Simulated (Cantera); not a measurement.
A closed system holds: 1 mol SiCl₄, 2.8 mol NH₃, 23 mol N₂, equilibrated at 13.3 mbar.

Equilibrium computed with Cantera from the NASA thermochemical tables; the gas is ideal and each condensed phase is pure. Candidate condensed phases: NH₄Cl, Si, Si₃N₄; 28 gas species. Equilibrium is a limit: real reactors are often held back by kinetics, nucleation or transport.

Over these rows the condensed part is Si₃N₄(s). Partial pressures as log10 of bar:

| T (K) | 1000/T (1/K) | log p SiCl₂ | log p N₂ | log p HCl | log p H₂ |
|---|---|---|---|---|---|
| 850 | 1.1765 | -10.76 | -1.97 | -2.81 | -2.96 |
| 950 | 1.0526 | -8.99 | -1.97 | -2.79 | -2.97 |
| 1050 | 0.9524 | -7.57 | -1.97 | -2.78 | -2.98 |
| 1150 | 0.8696 | -6.41 | -1.97 | -2.78 | -2.98 |
| 1250 | 0.8000 | ? | -1.97 | -2.78 | -2.99 |
| 1350 | 0.7407 | -4.65 | -1.97 | -2.78 | -2.98 |

Fit log p(SiCl₂) = a + b·(1000/T) to the five rows, give the apparent enthalpy, and predict the row at 1250 K.

Means: 1000/T = 0.9584, log p = -7.676. Sxy = -1.568216, Sxx = 0.1117560, so b = -14.03 and a = -7.676 − (-14.03)×0.9584 = 5.77.
Apparent enthalpy: −19.145 × (-14.03) = 269 kJ/mol. With the condensed phases at unit activity, 1/3 Si₃N₄(s) + 2 HCl(g) = SiCl₂(g) + 2/3 N₂(g) + H₂(g) links this pressure to the main gases: over the six rows their terms move log p by +0.08 in all, so the slope is close to that reaction's ΔH°. The five rows lie within 0.03 of the line.
Prediction at 1250 K: 5.77 + (-14.03)×0.8000 = -5.45. The computed value is -5.45, 0.00 from the line.
